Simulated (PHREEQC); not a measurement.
Solution (25 °C): 0.2 mol/kgw FeCl3 and 0.00015 mol/kgw CaCl2. Closed to the air; pH follows from the charge balance.

All values are PHREEQC results (ion-association model, phreeqc.dat), not measurements.

Q: The ionic strength comes out as 0.665 mol/kgw. What activity coefficients do FeCl2+, FeCl+2, Fe+3, H+, Ca+2 get?

A: FeCl2+ 0.66, FeCl+2 0.19, Fe+3 0.080, H+ 0.76, Ca+2 0.25.

No solid was allowed to form. The solution is supersaturated, for example in Hematite (slow to form), Goethite (slow to form), so a real one may precipitate; this is no full list. Species that the database lacks are ignored.
